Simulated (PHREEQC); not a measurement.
Metal-bearing waste water (model solution)

A solution holds 40 mmol/kgw FeSO4, 0.22 mmol/kgw ZnCl2, 0.28 mmol/kgw NaH2PO4 and 1.7 mmol/kgw NaCl, at 25 °C. Closed to the air; pH follows from the charge balance.

Computed with PHREEQC (ion-association model, wateq4f.dat).

The pH is 5.21 and the ionic strength is 0.0999 mol/kgw.

```json
[
 {"species": "SO4-2", "molality": "0.0244", "activity": "0.00909", "log γ": "-0.428"},
 {"species": "Fe+2", "molality": "0.0243", "activity": "0.00975", "log γ": "-0.397"},
 {"species": "FeSO4", "molality": "0.0154", "activity": "0.0158", "log γ": "0.010"},
 {"species": "Cl-", "molality": "0.00211", "activity": "0.00161", "log γ": "-0.117"},
 {"species": "Na+", "molality": "0.00189", "activity": "0.00148", "log γ": "-0.106"},
 {"species": "FeH2PO4+", "molality": "0.000220", "activity": "0.000174", "log γ": "-0.103"}
]
```

Precipitation was switched off in this run. Examples of supersaturated solids here: Vivianite. Others may be too. H3PO4, which wateq4f.dat lacks, is added to it with the constant of phreeqc.dat. The database has no phosphate complexes of Zn.
